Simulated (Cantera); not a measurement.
Mixture: CH₄ : O₂ : N₂ = 1 : 1.54 : 5.78 (molar parts), equivalence ratio 1.3, at 3750 Torr, adiabatic and at constant volume. Ignition delay is the time to a rise of 400 K.

Cantera simulation using GRI-Mech 3.0 (53 species, 325 reactions); the numbers are that mechanism's predictions, not measurements.

What does this change do: O2 1.54 to 2.2 parts?


| quantity | before | after |
|---|---|---|
| delay at 1125 K | 30.0 ms | 18.6 ms |
| delay at 1225 K | 7.86 ms | 4.84 ms |
| delay at 1325 K | 2.32 ms | 1.43 ms |
| delay at 1425 K | 0.760 ms | 0.477 ms |
| delay at 1525 K | 0.272 ms | 0.177 ms |
| delay at 1625 K | 0.107 ms | 73.3 µs |
| delay at 1725 K | 46.6 µs | 33.8 µs |
| apparent activation energy between 1525 and 1725 K | 190 kJ/mol | 180 kJ/mol |

What does this change do: pressure from 3750 Torr to 750 Torr?


```json
[
 {"quantity": "delay at 1125 K", "before": "30.0 ms", "after": "0.154 s"},
 {"quantity": "delay at 1225 K", "before": "7.86 ms", "after": "35.1 ms"},
 {"quantity": "delay at 1325 K", "before": "2.32 ms", "after": "9.22 ms"},
 {"quantity": "delay at 1425 K", "before": "0.760 ms", "after": "2.76 ms"},
 {"quantity": "delay at 1525 K", "before": "0.272 ms", "after": "0.951 ms"},
 {"quantity": "delay at 1625 K", "before": "0.107 ms", "after": "0.381 ms"},
 {"quantity": "delay at 1725 K", "before": "46.6 µs", "after": "0.176 ms"},
 {"quantity": "apparent activation energy between 1525 and 1725 K", "before": "190 kJ/mol", "after": "180 kJ/mol"}
]
```
